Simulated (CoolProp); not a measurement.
Vapour-liquid equilibrium of R141b (1) + n-pentane (2) at 234.6 K; x and y are mole fractions of (1).

Computed with CoolProp (multi-fluid Helmholtz-energy mixture model, Lemmon 2006 and Thol 2019; pair parameters Bell 2016).

| x | bubble pressure (kPa) | y at the bubble point | dew pressure at overall composition x (kPa) | liquid density (mol/L) |
|---|---|---|---|---|
| 0.05 | 3.172 | 0.102 | 3.080 | 9.526 |
| 0.2 | 3.514 | 0.296 | 3.349 | 9.788 |
| 0.35 | 3.684 | 0.420 | 3.597 | 10.07 |
| 0.5 | 3.757 | 0.523 | 3.747 | 10.37 |
| 0.65 | 3.757 | 0.630 | 3.749 | 10.70 |
| 0.8 | 3.678 | 0.757 | 3.639 | 11.05 |
| 0.95 | 3.502 | 0.928 | 3.476 | 11.42 |

y crosses x between x = 0.5 and 0.65: the model has an azeotrope there.

Pair parameters are fitted to limited data, so mixtures are less certain than the pure fluids.
